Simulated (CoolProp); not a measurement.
A simple Rankine cycle with R124: condensing at 304.15 K, boiler at 2.73 MPa, turbine inlet 420.2 K, turbine efficiency 0.7, pump efficiency 0.8, no recuperator. Each further row changes one setting.

Values from CoolProp's reference Helmholtz-energy equation of state, de Vries 1995.

```json
[
 {"case": "as stated", "thermal efficiency (%)": "10.5", "net work (kJ/kg)": "23.1", "heat in (kJ/kg)": "220", "turbine exit temperature (K)": "368.6", "volume ratio over the turbine": "6.53"},
 {"case": "turbine inlet 440.2 K", "thermal efficiency (%)": "10.5", "net work (kJ/kg)": "25.3", "heat in (kJ/kg)": "241", "turbine exit temperature (K)": "390.9", "volume ratio over the turbine": "6.29"},
 {"case": "condensing temperature 296.15 K", "thermal efficiency (%)": "11.6", "net work (kJ/kg)": "26.5", "heat in (kJ/kg)": "229", "turbine exit temperature (K)": "363.3", "volume ratio over the turbine": "8.30"},
 {"case": "boiler pressure 1.91 MPa", "thermal efficiency (%)": "8.8", "net work (kJ/kg)": "20.2", "heat in (kJ/kg)": "229", "turbine exit temperature (K)": "382.5", "volume ratio over the turbine": "4.30"},
 {"case": "turbine efficiency 0.6", "thermal efficiency (%)": "8.9", "net work (kJ/kg)": "19.5", "heat in (kJ/kg)": "220", "turbine exit temperature (K)": "372.8", "volume ratio over the turbine": "6.62"}
]
```
